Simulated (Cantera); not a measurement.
Feed: 1 mol V, 9.1 mol N2O, 3.6 mol H2, at 10.0 mbar.

Method: chemical equilibrium by Gibbs-energy minimisation in Cantera with the NASA 1993 tables (ideal gas, pure condensed phases). Candidate condensed phases: H2O, V, VN, VO, V2O3, V2O4, V2O5; 28 gas species. Condensed phases not in the tables: the oxides between V2O3 and V2O5 other than VO2. Rates play no part. All values below are at 1223 K.

Base state: N2 0.630, H2O 0.249, O2 0.121, NO 0.000158, OH 1.77e-5 (mole fractions); condensed: V2O4(s).

Task: What changes in the equilibrium state with this change: H2 from 3.6 to 2.1 mol?

Result: 
| species | before | after |
|---|---|---|
| N2 | 0.630 | 0.664 |
| O2 | 0.121 | 0.182 |
| H2O | 0.249 | 0.153 |
| NO | 0.000158 | 0.000199 |
| OH | 1.77e-5 | 1.54e-5 |
| V2O4(s), mol | 0.500 | 0.500 |
